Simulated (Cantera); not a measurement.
Feed: 1 mol NH3, 0.43 mol SO2, 20 mol N2, at 1 atm.

Cantera equilibrium calculation (NASA polynomials, part measured and part estimated; ideal gas, pure solids and liquids). Candidate condensed phases: H2O, H2SO4, S; 60 gas species. Ions and electrons are included (thermal ionisation). Rates play no part.

**Question.** At 4727 °C, list the 4 most abundant gas species with their mole fractions, and the condensed phases.

**Answer.** N2 0.800, H 0.119, O 0.0319, N 0.0295. Condensed: gas only.
